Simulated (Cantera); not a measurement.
A closed system holds: 1 mol SiH₄, 76 mol N₂, held at 2000 K and 0.00133 bar.

These are equilibrium values from Cantera (NASA tables, ideal gas, pure condensed phases), not measurements of a reactor. Candidate condensed phases: Si, Si₃N₄; 18 gas species. The tables' values for SiN are old estimates; treat these amounts as uncertain. Rates play no part.

What is the equilibrium state?


| Property | Result |
|---|---|
| x(N₂) | 0.959 |
| x(H₂) | 0.0219 |
| x(Si) | 0.0122 |
| x(H) | 0.00659 |
| x(SiN) | 0.000114 |
| x(Si₂N) | 5.61e-5 |
| x(Si₂) | 4.76e-5 |
| x(SiH) | 4.49e-5 |
| x(Si₃) | 3.82e-6 |
| gas amount | 79.24 mol |
| log10 activity of Si(l) (absent) | -0.43 |
